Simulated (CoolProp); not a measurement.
Computed with CoolProp (reference Helmholtz-energy equation of state, Tillner-Roth 1997).

**Question.** For CH2F2 (R32), give the phase and the Z, cv (kJ/(kg K)), speed of sound (m/s), Joule-Thomson coefficient (K/MPa) at 113.95 °C and 14600 kPa; 141.35 °C and 14600 kPa.

**Answer.** 
- 113.95 °C and 14600 kPa: supercritical; Z 0.377, cv 1.05, speed of sound 305, Joule-Thomson coefficient 1.85
- 141.35 °C and 14600 kPa: supercritical; Z 0.488, cv 1.08, speed of sound 254, Joule-Thomson coefficient 3.33
